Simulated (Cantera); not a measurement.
Input: 1 mol SiCl4, 8.8 mol H2, equilibrated at 1548 K and 1.00 bar.

Equilibrium computed with Cantera from the NASA thermochemical tables; the gas is ideal and each condensed phase is pure. Candidate condensed phases: Si; 19 gas species. The tables' values for SiCl3 are old estimates; treat these amounts as uncertain. Rates play no part.

**Question.** What is the equilibrium state?

**Answer.** 
| Item | Result |
|---|---|
| x(H2) | 0.766 |
| x(HCl) | 0.139 |
| x(SiCl2) | 0.0557 |
| x(SiCl3) | 0.0163 |
| x(SiCl4) | 0.0134 |
| x(SiHCl3) | 0.00903 |
| x(SiH2Cl2) | 0.000991 |
| x(SiH3Cl) | 3.22e-5 |
| x(H) | 2.69e-5 |
| gas amount | 10.47 mol |
| log10 activity of Si(s) (absent) | -0.18 |
